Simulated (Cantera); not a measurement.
A closed system holds: 1 mol BF3, 0.078 mol H2O, 0.22 mol H2, equilibrated at 1000 K and 1.33 mbar.

Cantera equilibrium calculation (NASA polynomials, part measured and part estimated; ideal gas, pure solids and liquids). Candidate condensed phases: B, B2O3, B3O3H3, H2O; 43 gas species. Kinetics and transport are ignored.

Base state: BF3 0.702, H2 0.166, HF 0.108, B3O3F3 0.0172, H2O 0.00516, BOF 0.00218, HBO2 2.48e-5 (mole fractions); condensed: gas only.

### Question
What changes in the equilibrium state with this change: BF3 replaced by B2H6?

### Answer
| species | before | after |
|---|---|---|
| H2 | 0.166 | 1.000 |
| B3O3H3 | <1e-9 | 0.000222 |
| HBO | 4.04e-9 | 2.50e-5 |
| BF3 | 0.702 | 0 |
| HF | 0.108 | 0 |
| B3O3F3 | 0.0172 | 0 |
| BOF | 0.00218 | 0 |
| H2O | 0.00516 | 2.10e-8 |
| HBO2 | 2.48e-5 | 1.04e-7 |
| B(s), mol | 0 | 1.95 |
| B2O3(l), mol | 0 | 0.0252 |
The feed counts by its element totals alone.

### Question
What changes in the equilibrium state with this change: BF3 replaced by borazine?

### Answer
```tsv
species	before	after
H2	0.166	0.992
N2	0	0.00775
H2O	0.00516	0.000210
BF3	0.702	0
HF	0.108	0
B3O3F3	0.0172	0
HBO2	2.48e-5	1.04e-5
BOF	0.00218	0
BN(s), mol	0	2.95
B2O3(l), mol	0	0.0257
```
The feed counts by its element totals alone. Further candidate phases: BN.

### Question
What changes in the equilibrium state with this change: temperature from 1000 K to 1200 K?

### Answer
```json
[
 {"species": "BF3", "before": "0.702", "after": "0.676"},
 {"species": "H2", "before": "0.166", "after": "0.161"},
 {"species": "HF", "before": "0.108", "after": "0.112"},
 {"species": "BOF", "before": "0.00218", "after": "0.0472"},
 {"species": "B3O3F3", "before": "0.0172", "after": "0.00283"},
 {"species": "BF2", "before": "7.68e-8", "after": "1.59e-5"},
 {"species": "BHF2", "before": "6.00e-6", "after": "6.40e-5"},
 {"species": "HBO2", "before": "2.48e-5", "after": "0.000138"},
 {"species": "H2O", "before": "0.00516", "after": "0.00114"}
]
```
The tables' values for BF2 are old estimates; treat these amounts as uncertain.
